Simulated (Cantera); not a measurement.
Charge: 1 mol Al, 2.7 mol HBr, equilibrated at 1450 K and 1.33 mbar.

Cantera equilibrium calculation (NASA polynomials, part measured and part estimated; ideal gas, pure solids and liquids). Candidate condensed phases: Al, AlBr3, Br2; 11 gas species. Rates play no part.

Base state: H2 0.497, AlBr3 0.293, AlBr 0.110, HBr 0.0953, Br 0.00428, H 0.000183 (mole fractions); condensed: gas only.

Q: What changes in the equilibrium state with this change: pressure from 1.33 mbar to 1.00 bar?

A: 
| species | before | after |
|---|---|---|
| H2 | 0.497 | 0.570 |
| AlBr3 | 0.293 | 0.358 |
| AlBr | 0.110 | 0.0663 |
| HBr | 0.0953 | 0.00531 |
| Al2Br6 | 1.05e-7 | 0.000117 |
| Br | 0.00428 | 8.13e-6 |
| H | 0.000183 | 7.14e-6 |
